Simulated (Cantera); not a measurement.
Input: 1 mol SiHCl3, 48 mol NH3, 1.4 mol H2, at 35.0 mbar.

These are equilibrium values from Cantera (NASA tables, ideal gas, pure condensed phases), not measurements of a reactor. Candidate condensed phases: NH4Cl, Si, Si3N4; 28 gas species. Gases not in the tables: Si2H6 and higher silanes. The numbers say what is thermodynamically allowed, not how fast it happens.

### Question
Which condensed phases are stable at each of these points (T (K)): 775, 875, 975, 1075, 1175, 1275, 1375, 1475, 1575, 1675, 1775, 1875, 1975, 2075?

### Answer
```csv
T (K),condensed phases,Si condensed (%)
775,Si3N4(s),100.0
875,Si3N4(s),100.0
975,Si3N4(s),100.0
1075,Si3N4(s),100.0
1175,Si3N4(s),100.0
1275,Si3N4(s),100.0
1375,Si3N4(s),99.8
1475,Si3N4(s),99.1
1575,Si3N4(s),96.7
1675,Si3N4(s),90.1
1775,Si3N4(s),76.3
1875,Si(l),71.3
1975,Si(l),64.4
2075,Si(l),40.9
```

From 775 K to 1775 K the condensed part is Si3N4(s). From 1875 K to 2075 K the condensed part is Si(l).
